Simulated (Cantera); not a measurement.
A Cantera script and what it prints.

```python
import numpy as np
import cantera as ct

gas_names = """
    H H2 H2S Pb PbS Pb2 S SH S2 S8
""".split()
cond_names = """
    Pb(cr) Pb(L) PbS(s) PbS(L) S(cr1) S(cr2) S(L)
""".split()


# ... load() reads the species with a 1 bar reference pressure and builds the phases ...
atoms = {
    'PbS': {'Pb': 1, 'S': 1},
    'H2': {'H': 2},
}
top_T = {}  # K; cautious upper limits of use, not melting points


# ... equilibrate(T, P, feed) seeds the gas with the atoms and calls Mixture.equilibrate('TP', solver="vcs", rtol=1e-11, max_steps=5000) ...
results = []
feed = {'PbS': 1, 'H2': 7.5}  # mol
P = 133.322  # Pa
for T in [1548, 1573, 1598, 1623, 1648, 1673, 1698, 1723]:
    mix = equilibrate(T, P, feed)
    results.append((T, P, feed, dict(zip(mix.species_names, mix.species_moles))))

top = {s: max(r[3][s] / sum(r[3][g] for g in gas_names) for r in results) for s in gas_names}
cols = sorted((s for s in top if top[s] > 0.0001), key=lambda s: -top[s])[:6]
seen = [c for c in cond_names if any(r[3].get(c, 0) > 1e-12 for r in results)]
print("log10 of partial pressures in bar; condensed amounts in mol")
print(f"{'T/K':>10s}" + "".join(f"{s[:9]:>10s}" for s in cols + seen))
for T, P, feed, n in results:
    ng = sum(n[g] for g in gas_names)
    print(f"{T:10.4g}" + "".join(f"{np.log10(max(n[s] / ng * P / 1e5, 1e-99)):10.3f}" for s in cols)
          + "".join(f"{n.get(c, 0):10.4g}" for c in seen))
```

Output:

```
log10 of partial pressures in bar; condensed amounts in mol
       T/K        H2        Pb       PbS        S2       H2S        SH
      1548    -2.947    -4.100    -4.133    -4.538    -4.754    -5.453
      1573    -2.948    -4.077    -4.161    -4.502    -4.786    -5.396
      1598    -2.949    -4.055    -4.192    -4.471    -4.818    -5.342
      1623    -2.950    -4.035    -4.223    -4.443    -4.850    -5.291
      1648    -2.951    -4.016    -4.256    -4.419    -4.883    -5.243
      1673    -2.952    -3.999    -4.291    -4.397    -4.916    -5.198
      1698    -2.953    -3.984    -4.326    -4.379    -4.950    -5.155
      1723    -2.954    -3.970    -4.362    -4.363    -4.984    -5.115
```

Cantera equilibrium calculation (NASA polynomials, part measured and part estimated; ideal gas, pure solids and liquids).
